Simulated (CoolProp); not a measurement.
c-C4F8 (RC318) at several states: fugacity coefficient from the reference equation and from simpler models built on Tc = 388.4 K, pc = 2.778 MPa, ω = 0.355; each cubic takes its own stable root.

Model: reference Helmholtz-energy equation of state, Platzer 1990, in CoolProp. This equation is an older, rougher fit.

```csv
T (K),p (MPa),phase,reference
474.5,0.46,gas,0.9739
451.8,0.43,gas,0.9705
390.8,0.0116,gas,0.9987
```

How far does each simpler model (van der Waals, Redlich-Kwong, Peng-Robinson) lie from the reference over these 3 states: mean and median of the absolute difference, and the worst?


- van der Waals: mean 0.2 %, median 0.2 %, worst -0.4 % at 474.5 K and 0.46 MPa
- Redlich-Kwong: mean 0.3 %, median 0.4 %, worst -0.5 % at 474.5 K and 0.46 MPa
- Peng-Robinson: mean 0.3 %, median 0.5 %, worst -0.5 % at 451.8 K and 0.43 MPa
